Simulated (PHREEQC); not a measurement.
A solution holds 0.26 mol NaHS, 0.00012 mol NaOH and 3.4e-06 mol CdCl2 per kg of water, at 25 °C. Closed to the air; pH follows from the charge balance.

Computed with PHREEQC (ion-association model, wateq4f.dat).

| Item | Result |
|---|---|
| pH | 9.67 |
| ionic strength | 0.261 mol/kgw |
| activity of water | 0.991 |
| total alkalinity | 260 meq/kg |

```json
[
 {"species": "Na+", "molality": "0.260", "activity": "0.190", "log γ": "-0.136"},
 {"species": "HS-", "molality": "0.259", "activity": "0.178", "log γ": "-0.164"},
 {"species": "S-2", "molality": "0.000368", "activity": "9.98e-5", "log γ": "-0.566"},
 {"species": "H2S", "molality": "0.000315", "activity": "0.000334", "log γ": "0.026"},
 {"species": "OH-", "molality": "6.73e-5", "activity": "4.61e-5", "log γ": "-0.164"},
 {"species": "Cl-", "molality": "6.80e-6", "activity": "4.70e-6", "log γ": "-0.160"},
 {"species": "Cd(HS)4-2", "molality": "3.35e-6", "activity": "9.89e-7", "log γ": "-0.530"}
]
```

Precipitation was switched off in this run. The solution is supersaturated, for example in Greenockite, so a real one may precipitate; this is no full list. The polysulfide entries of wateq4f.dat were taken out for this run.
